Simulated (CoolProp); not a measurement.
Vapour-liquid equilibrium of dimethyl carbonate (1) + n-octane (2) at 655 kPa; x and y are mole fractions of (1).

Values from CoolProp's multi-fluid Helmholtz-energy mixture model, Zhou 2011 and Beckmüller 2019; pair parameters Bell 2016.

```
x     bubble temperature, mixture model (K)  bubble temperature, Raoult's law (K)  y, mixture model  y, Raoult's law
----  -------------------------------------  ------------------------------------  ----------------  ---------------
0.05                                  473.8                                 478.7             0.162            0.113
0.2                                   455.5                                 468.8             0.467            0.380
0.35                                  445.6                                 460.5             0.615            0.572
0.5                                   440.3                                 453.4             0.701            0.715
0.65                                  437.2                                 447.3             0.767            0.824
0.8                                   435.4                                 441.9             0.836            0.911
0.95                                  435.1                                 437.1             0.944            0.980
```

The largest gap from Raoult's law is -14.9 K in bubble temperature, at x = 0.35. y crosses x between x = 0.8 and 0.95: the model has an azeotrope there.

Pair parameters are fitted to limited data, so mixtures are less certain than the pure fluids.
